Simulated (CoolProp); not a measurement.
A closed Brayton cycle with dry air: compressor inlet 331.15 K and 2.1 MPa, high pressure 5.5 MPa, turbine inlet 665 K, compressor efficiency 0.85, turbine efficiency 0.93, recuperator effectiveness 0.8 (on enthalpy, no pinch check). Each further row changes one setting.

Model: reference Helmholtz-energy equation of state, Lemmon 2000, in CoolProp. It is a pseudo-pure fit of the blend.

| case | thermal efficiency (%) | net work (kJ/kg) | compressor to turbine work | compressor exit (K) | turbine exit (K) |
|---|---|---|---|---|---|
| as stated | 16.2 | 27.3 | 0.82 | 454.5 | 521.2 |
| turbine inlet 615 K | ___ | ___ | ___ | 454.5 | 480.7 |
| compressor inlet 341.15 K | 14.2 | 23.5 | 0.85 | ___ | 521.2 |
| high pressure 4.67 MPa | 18.1 | 28.0 | 0.78 | 431.2 | 543.4 |
| recuperator effectiveness 0.5 | ___ | 27.3 | 0.82 | 454.5 | 521.2 |

**Question.** What belongs in the gaps?

**Answer.** 
- turbine inlet 615 K, thermal efficiency (%): 10.6
- turbine inlet 615 K, net work (kJ/kg): 15.7
- turbine inlet 615 K, compressor to turbine work: 0.89
- compressor inlet 341.15 K, compressor exit (K): 467.9
- recuperator effectiveness 0.5, thermal efficiency (%): 14.5
